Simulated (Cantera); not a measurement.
An isothermal, constant-pressure homogeneous reactor starts with 76.9 % H₂, 9.62 % O₂, 13.5 % N₂, equivalence ratio 4.0, at 1125 K and 25000 Pa.

Cantera simulation using the H2/O2 subset of GRI-Mech 3.0, which has no nitrogen chemistry; the numbers are that mechanism's predictions, not measurements. The temperature is held fixed by assumption; the heat of reaction is taken as removed at once.

x: mole fraction; the columns are a selection and need not sum to one.

```tsv
t (s)	x H₂	x O₂	x H₂O₂	x OH	x H	x H₂O
0.000100	0.769	0.0962	1.48e-9	?	8.79e-7	9.48e-7
0.000359	0.571	0.0183	5.42e-8	?	0.113	0.158
0.00129	0.620	2.86e-7	8.99e-10	?	0.0225	0.210
0.00464	0.634	1.60e-8	2.08e-10	?	0.00539	0.212
0.0167	0.637	1.25e-9	5.27e-11	?	0.00144	0.213
0.0599	0.638	1.23e-10	1.24e-11	?	0.000394	0.213
0.215	0.638	1.41e-11	2.26e-12	?	0.000109	0.213
0.774	0.638	1.46e-12	<1e-12	?	3.04e-5	0.213
2.78	0.638	<1e-12	<1e-12	?	8.45e-6	0.213
10.0	0.638	<1e-12	<1e-12	?	2.35e-6	0.213
```

**Question.** Fill in the missing entries.

**Answer.** 
- 0.000100, x OH: 1.30e-8
- 0.000359, x OH: 0.000702
- 0.00129, x OH: 3.98e-5
- 0.00464, x OH: 9.40e-6
- 0.0167, x OH: 2.50e-6
- 0.0599, x OH: 6.85e-7
- 0.215, x OH: 1.90e-7
- 0.774, x OH: 5.28e-8
- 2.78, x OH: 1.47e-8
- 10.0, x OH: 4.08e-9
